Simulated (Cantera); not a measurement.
A closed system holds: 1 mol Al, 22 mol N2O, 6.1 mol H2, equilibrated at 1698.15 K and 26.0 mbar.

Equilibrium computed with Cantera from the NASA thermochemical tables; the gas is ideal and each condensed phase is pure. Candidate condensed phases: Al, AlN, Al2O3, H2O; 35 gas species. The numbers say what is thermodynamically allowed, not how fast it happens.

Base state: N2 0.622, O2 0.202, H2O 0.172, NO 0.00251, OH 0.00116, O 0.000122, H2 4.68e-5 (mole fractions); condensed: Al2O3(s).

### Question
What changes in the equilibrium state with this change: Al replaced by AlCl3?

### Answer
| species | before | after |
|---|---|---|
| N2 | 0.622 | 0.583 |
| O2 | 0.202 | 0.208 |
| H2O | 0.172 | 0.126 |
| HCl | 0 | 0.0710 |
| Cl | 0 | 0.00853 |
| Cl2 | 0 | 5.23e-5 |
| ClO | 0 | 1.23e-5 |
| H2 | 4.68e-5 | 3.38e-5 |
| Al2O3(s), mol | 0.500 | 0.500 |
Further candidate phases: AlCl3, NH4Cl.

### Question
What changes in the equilibrium state with this change: Al replaced by Al(CH3)3?

### Answer
```tsv
species	before	after
N2	0.622	0.585
H2O	0.172	0.281
CO2	0	0.0797
O2	0.202	0.0512
CO	0	0.000147
H2	4.68e-5	0.000152
Al2O3(s), mol	0.500	0.500
```
The feed counts by its element totals alone. Further candidate phases: C, C6H6, C7H8, C8H18.

### Question
What changes in the equilibrium state with this change: N2O from 22 to 4.6 mol?

### Answer
| species | before | after |
|---|---|---|
| N2 | 0.622 | 0.430 |
| H2O | 0.172 | 0.290 |
| H2 | 4.68e-5 | 0.280 |
| O2 | 0.202 | 1.60e-8 |
| NO | 0.00251 | 5.87e-7 |
| O | 0.000122 | 3.44e-8 |
| H | 6.14e-6 | 0.000475 |
| Al2O3(s), mol | 0.500 | 0.500 |
